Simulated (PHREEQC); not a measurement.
1 kg of water holding 110 mmol/kgw K2SO4, 65 mmol/kgw NaCl and 40 mmol/kgw Na2SO4 is evaporated at 20 °C; the solids stay in contact with the brine. No CO2 enters from the air. Solids allowed: Arcanite, Glaserite, Halite, Mirabilite, Misenite, Sylvite, Thenardite. Others were left out.

The series has 28 steps of water left (kg), from 1 to 0.005012.

All values are PHREEQC results (Pitzer model, pitzer.dat), not measurements.

Task: Which solids form, in which order, and at which step of the series does each first stand?

Result: Arcanite from water left = 0.1407 kg, last present at water left = 0.09502 kg; Glaserite from water left = 0.09502 kg; Halite from water left = 0.01099 kg; Thenardite from water left = 0.01099 kg.
